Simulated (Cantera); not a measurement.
A counterflow diffusion flame at 92000 Pa, nozzles 20 mm apart: fuel side CH₄ : C₂H₆ : C₃H₈ = 1 : 0.34 : 0.46 (molar parts) at 400 K, oxidiser side O₂ : N₂ = 0.18 : 0.82 (molar parts) at 775 K, fuel mass flux 1.3 times the oxidiser's; mixture-averaged transport, no radiation.

Computed with Cantera and GRI-Mech 3.0 (53 species, 325 reactions). GRI-Mech 3.0 was tuned for natural gas; its chemistry of propane as a main component is partial and can be far from experiment. GRI-Mech 3.0 has no aromatics or soot, which form on the fuel side of real flames. The maximum strain rate includes the flame's own expansion and is several times the mean.

x: mole fraction; the columns are a selection and need not sum to one.

| oxidiser flux (kg/m²/s) | max strain (1/s) | mean strain (1/s) | T max (K) | peak x OH | peak x H | peak x NO | peak x CO | peak x C₂H₂ |
|---|---|---|---|---|---|---|---|---|
| 0.23 | ? | 48.9 | 2084 | 0.00749 | 0.00462 | 0.000266 | 0.0538 | 0.0279 |
| 0.34 | ? | 72.3 | 2062 | 0.00742 | 0.00492 | 0.000239 | 0.0534 | 0.0261 |
| 0.5 | ? | 106 | 2043 | 0.00736 | 0.00523 | 0.000212 | 0.0535 | 0.0244 |
| 0.74 | ? | 157 | 2020 | 0.00721 | 0.00551 | 0.000180 | 0.0538 | 0.0226 |
| 1.1 | ? | 234 | 1993 | 0.00692 | 0.00568 | 0.000143 | 0.0543 | 0.0203 |
| 1.6 | ? | 340 | 1962 | 0.00650 | 0.00571 | 0.000107 | 0.0552 | 0.0178 |
| 2.4 | ? | 511 | 1920 | 0.00584 | 0.00548 | 6.71e-5 | 0.0566 | 0.0144 |
| 3.6 | ? | 766 | 1853 | 0.00474 | 0.00467 | 2.97e-5 | 0.0582 | 0.00964 |

Q: Complete the blanks.

A: 
- 0.23, max strain (1/s): 240
- 0.34, max strain (1/s): 347
- 0.5, max strain (1/s): 500
- 0.74, max strain (1/s): 722
- 1.1, max strain (1/s): 1040
- 1.6, max strain (1/s): 1480
- 2.4, max strain (1/s): 2150
- 3.6, max strain (1/s): 3110
